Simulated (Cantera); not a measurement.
A perfectly stirred reactor is fed with H2 : O2 : N2 = 0.19 : 1 : 2.9 (molar parts), equivalence ratio 0.095, at 1330 Pa; it is held at 1425 K, and followed from long to short residence time.

Model: the H2/O2 subset of GRI-Mech 3.0, which has no nitrogen chemistry, integrated in Cantera. Radical loss at walls, strong at low pressure, is not modelled. The temperature is held fixed by assumption; the heat of reaction is taken as removed at once.

Problem. What does this change do: O2 1 to 0.71 parts?

Solution. 
```json
[
 {"quantity": "x(H2) at τ = 1.80 s", "before": "0.000389", "after": "0.000561"},
 {"quantity": "x(O2) at τ = 1.80 s", "before": "0.224", "after": "0.164"},
 {"quantity": "x(H) at τ = 1.80 s", "before": "0.000767", "after": "0.00108"},
 {"quantity": "x(HO2) at τ = 1.80 s", "before": "4.66e-7", "after": "4.29e-7"},
 {"quantity": "x(H2O) at τ = 1.80 s", "before": "0.0456", "after": "0.0489"},
 {"quantity": "x(H2) at τ = 20.0 ms", "before": "0.00232", "after": "0.00301"},
 {"quantity": "x(O2) at τ = 20.0 ms", "before": "0.214", "after": "0.156"},
 {"quantity": "x(H) at τ = 20.0 ms", "before": "0.0101", "after": "0.0129"},
 {"quantity": "x(HO2) at τ = 20.0 ms", "before": "7.32e-7", "after": "5.99e-7"},
 {"quantity": "x(H2O) at τ = 20.0 ms", "before": "0.0369", "after": "0.0384"}
]
```
